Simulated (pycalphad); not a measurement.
An equivalent pycalphad script:

```python
from pycalphad import Database, equilibrium, calculate, variables as v
import numpy as np
db = Database('COST507.tdb')
comps = ['AL', 'C', 'VA']
phases = ['AL4C3', 'FCC_A1', 'GRAPHITE', 'LIQUID']
eq = equilibrium(db, comps, phases, {v.X('C'): 0.0081, v.T: np.arange(1850, 499, -50), v.P: 101325, v.N: 1}, output=['HM', 'SM'])
```

Source of the numbers: pycalphad with the COST 507 light-alloy database (1999); pressure 1 atm. The database dates from 1999; later assessments differ in places, in temperatures and in the compounds included. Phase fractions are per mole of atoms. Diffusion is slow at the low end, where real alloys seldom reach equilibrium.

Results at three of the temperatures:

```
T = 1400.00 K, P = 101325 Pa, N = 1 mol of atoms
G = -74333 J/mol, H = 42733 J/mol, S = 83.62 J/(mol K)  (SER reference)
chemical potentials (J/mol): Al -74382, C -68349
phase             fraction      x(Al)       x(C)
LIQUID              0.9812     1.0000   2.91e-05
AL4C3               0.0188     0.5714     0.4286
```

```
T = 1350.00 K, P = 101325 Pa, N = 1 mol of atoms
G = -70181 J/mol, H = 41147 J/mol, S = 82.46 J/(mol K)  (SER reference)
chemical potentials (J/mol): Al -70195, C -68449
phase             fraction      x(Al)       x(C)
LIQUID              0.9811     1.0000   1.32e-05
AL4C3               0.0189     0.5714     0.4286
```

```
T = 900.00 K, P = 101325 Pa, N = 1 mol of atoms
G = -36142 J/mol, H = 16344 J/mol, S = 58.32 J/(mol K)  (SER reference)
chemical potentials (J/mol): Al -35861, C -70473
phase             fraction      x(Al)       x(C)
FCC_A1              0.9811     1.0000    9.7e-13
AL4C3               0.0189     0.5714     0.4286
```

Changes of the phase set, refined by bisection:

```json
[
 {"T (K)": "933.4", "phases above": "AL4C3 + LIQUID", "phases below": "AL4C3 + FCC_A1"}
]
```

Database names, with the compositions (at.%) that they take in these runs: AL4C3: Al 57 C 43. FCC_A1 is fcc.
